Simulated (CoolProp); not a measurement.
Properties of water along the isobar 8.57 MPa.

Computed with CoolProp (reference Helmholtz-energy equation of state, Wagner 2002).

| T (K) | phase | cp (kJ/(kg K)) | expansivity (1/kK) | viscosity (µPa s) | conductivity (mW/(m K)) |
|---|---|---|---|---|---|
| 617.6 | gas | 3.617 | 3.590 | 21.9 | 64.8 |
| 646.7 | gas | 3.131 | 2.856 | 23.3 | 65.0 |
| 675.7 | gas | ? | ? | 24.6 | 66.2 |
| 704.7 | gas | ? | 2.125 | 25.9 | 68.2 |
| 733.7 | gas | 2.594 | 1.911 | ? | 70.5 |
| 762.7 | gas | 2.525 | 1.747 | 28.4 | 73.3 |
| 791.7 | gas | 2.478 | ? | ? | 76.3 |
| 820.7 | gas | 2.447 | 1.509 | 30.9 | 79.5 |
| 849.7 | gas | 2.427 | 1.419 | 32.1 | 82.9 |
| 878.8 | gas | 2.415 | 1.341 | 33.3 | ? |

Question: Complete the blanks.

Answer: 
- 675.7, cp (kJ/(kg K)): 2.863
- 675.7, expansivity (1/kK): 2.419
- 704.7, cp (kJ/(kg K)): 2.699
- 733.7, viscosity (µPa s): 27.2
- 791.7, expansivity (1/kK): 1.617
- 791.7, viscosity (µPa s): 29.7
- 878.8, conductivity (mW/(m K)): 86.5

Viscosity comes from a separate model (Huber 2009). Thermal conductivity comes from a separate model (Huber 2012).
